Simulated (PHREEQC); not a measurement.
A column of 0.5 m (40 cells, dispersivity 0.018 m, 300 s a shift, diffusion coefficient 3e-10 m²/s) holds 0.00043 eq of the database's cation exchanger X per kg of pore water, first in equilibrium with 0.026 mol/kgw Na2SO4, 0.0042 mol/kgw MgSO4 and 1e-05 mol/kgw HCl. It is flushed with 0.00063 mol/kgw KCl and 1e-05 mol/kgw HCl, at 40 °C. Values are for the last cell. CO2 from the air is kept out. Precipitation was switched off in this run.

Computed with PHREEQC (ion-association model, phreeqc.dat).

```json
[
 {"pore volumes": "0", "K in solution (mol/kgw)": "0", "S in solution (mol/kgw)": "0.0302", "Na in solution (mol/kgw)": "0.0520", "Mg in solution (mol/kgw)": "0.00420", "Cl in solution (mol/kgw)": "1.00e-5", "KX on the exchanger (mol/kgw)": "0", "MgX2 on the exchanger (mol/kgw)": "0.000125"},
 {"pore volumes": "0.5125", "K in solution (mol/kgw)": "3.83e-6", "S in solution (mol/kgw)": "0.0300", "Na in solution (mol/kgw)": "0.0516", "Mg in solution (mol/kgw)": "0.00417", "Cl in solution (mol/kgw)": "1.46e-5", "KX on the exchanger (mol/kgw)": "5.96e-8", "MgX2 on the exchanger (mol/kgw)": "0.000125"},
 {"pore volumes": "1.012", "K in solution (mol/kgw)": "0.000313", "S in solution (mol/kgw)": "0.0129", "Na in solution (mol/kgw)": "0.0225", "Mg in solution (mol/kgw)": "0.00172", "Cl in solution (mol/kgw)": "0.000370", "KX on the exchanger (mol/kgw)": "7.79e-6", "MgX2 on the exchanger (mol/kgw)": "0.000149"},
 {"pore volumes": "1.512", "K in solution (mol/kgw)": "0.000497", "S in solution (mol/kgw)": "0.00136", "Na in solution (mol/kgw)": "0.00247", "Mg in solution (mol/kgw)": "0.000180", "Cl in solution (mol/kgw)": "0.000612", "KX on the exchanger (mol/kgw)": "3.46e-5", "MgX2 on the exchanger (mol/kgw)": "0.000179"},
 {"pore volumes": "2.013", "K in solution (mol/kgw)": "0.000546", "S in solution (mol/kgw)": "7.60e-5", "Na in solution (mol/kgw)": "0.000157", "Mg in solution (mol/kgw)": "3.90e-5", "Cl in solution (mol/kgw)": "0.000638", "KX on the exchanger (mol/kgw)": "7.37e-5", "MgX2 on the exchanger (mol/kgw)": "0.000176"},
 {"pore volumes": "2.513", "K in solution (mol/kgw)": "0.000581", "S in solution (mol/kgw)": "3.23e-6", "Na in solution (mol/kgw)": "8.10e-6", "Mg in solution (mol/kgw)": "2.39e-5", "Cl in solution (mol/kgw)": "0.000640", "KX on the exchanger (mol/kgw)": "9.68e-5", "MgX2 on the exchanger (mol/kgw)": "0.000166"},
 {"pore volumes": "3.013", "K in solution (mol/kgw)": "0.000595", "S in solution (mol/kgw)": "1.20e-7", "Na in solution (mol/kgw)": "3.77e-7", "Mg in solution (mol/kgw)": "1.77e-5", "Cl in solution (mol/kgw)": "0.000640", "KX on the exchanger (mol/kgw)": "0.000112", "MgX2 on the exchanger (mol/kgw)": "0.000159"},
 {"pore volumes": "3.513", "K in solution (mol/kgw)": "0.000602", "S in solution (mol/kgw)": "4.17e-9", "Na in solution (mol/kgw)": "1.67e-8", "Mg in solution (mol/kgw)": "1.41e-5", "Cl in solution (mol/kgw)": "0.000640", "KX on the exchanger (mol/kgw)": "0.000125", "MgX2 on the exchanger (mol/kgw)": "0.000153"},
 {"pore volumes": "4.013", "K in solution (mol/kgw)": "0.000606", "S in solution (mol/kgw)": "1.39e-10", "Na in solution (mol/kgw)": "7.24e-10", "Mg in solution (mol/kgw)": "1.18e-5", "Cl in solution (mol/kgw)": "0.000640", "KX on the exchanger (mol/kgw)": "0.000135", "MgX2 on the exchanger (mol/kgw)": "0.000147"}
]
```

Species that the database lacks are ignored. At this temperature some constants are extrapolated from 25 °C, and those without enthalpy data are left unchanged.
